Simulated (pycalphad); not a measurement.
Computed with pycalphad from the COST 507 light-alloy database (1999), at 1 atm. These are 1990s assessments: newer ones move some temperatures and phases. Diffusion is slow at the low end, where real alloys seldom reach equilibrium.

Molar enthalpy of Ti-0.16Hf-4.59B (at.%) in equilibrium (SER reference):

```
T (K)  H (kJ/mol)    phases
-----  ----------  --------
2850       106.54    liquid
2730       101.07    liquid
2610        95.60    liquid
2490        90.13    liquid
2370        84.65    liquid
2250        79.18    liquid
2130        73.71    liquid
2010        68.24    liquid
1890        62.77    liquid
1850        60.96    liquid
1810        42.71  bcc + BM
1770        41.30  bcc + BM
1650        37.16  bcc + BM
1530        33.21  bcc + BM
1410        29.40  bcc + BM
1290        25.72  bcc + BM
1170        22.14  bcc + BM
1050        14.41  hcp + BM
930         10.52  hcp + BM
810          6.76  hcp + BM
690          3.13  hcp + BM
570         -0.35  hcp + BM
```

Cooling from 1850 K to 1810 K, across the freezing range, releases 18.2 kJ/mol, or 393 J/g. The slope is 45 J/(mol K) in the liquid and 35 J/(mol K) just below the solidus, where it includes any heat of precipitation. Liquidus 1850 K, solidus 1814 K. Changes were sought between steps of 40 K, so a narrower field can be missed.

Database names, with the compositions (at.%) that they take in these runs: BM: Ti 50 B 50.
